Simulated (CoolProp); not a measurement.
Properties of methanol along the isotherm 291.55 °C.

Model: reference Helmholtz-energy equation of state, de Reuck 1993, in CoolProp.

| p (kPa) | phase | Z | cp (kJ/(kg K)) | cv (kJ/(kg K)) | speed of sound (m/s) | isothermal compressibility (1/MPa) | fugacity coefficient |
|---|---|---|---|---|---|---|---|
| 6320 | gas | 0.7986 | 3.370 | 2.532 | 348.0 | 0.2035 | 0.8313 |
| 12600 | supercritical | 0.5326 | 7.707 | 3.425 | 282.0 | 0.1753 | 0.6696 |
| 19000 | supercritical | 0.3584 | 7.813 | 3.472 | 333.0 | 0.05609 | 0.5276 |
| 25300 | supercritical | 0.3897 | 5.948 | 3.361 | 448.7 | 0.01984 | 0.4404 |
| 31600 | supercritical | 0.4427 | 5.337 | 3.317 | 533.0 | 0.01163 | 0.3866 |
| 37900 | supercritical | 0.4997 | 4.997 | 3.292 | 603.7 | 0.008045 | 0.3511 |
| 44200 | supercritical | 0.5576 | 4.783 | 3.275 | 665.1 | 0.006103 | 0.3265 |
| 50600 | supercritical | 0.6165 | 4.633 | 3.260 | 721.1 | 0.004880 | 0.3088 |
| 56900 | supercritical | 0.6741 | 4.524 | 3.247 | 771.5 | 0.004063 | 0.2962 |
| 63200 | supercritical | 0.7312 | 4.440 | 3.235 | 818.4 | 0.003474 | 0.2870 |
| 69500 | supercritical | 0.7879 | 4.372 | 3.224 | 862.2 | 0.003030 | 0.2806 |
| 75800 | supercritical | 0.8440 | 4.315 | 3.213 | 903.5 | 0.002684 | 0.2761 |
| 82200 | supercritical | 0.9005 | 4.267 | 3.203 | 943.1 | 0.002405 | 0.2732 |

The peak of cp marks the crossing from liquid-like to gas-like fluid above the critical point.
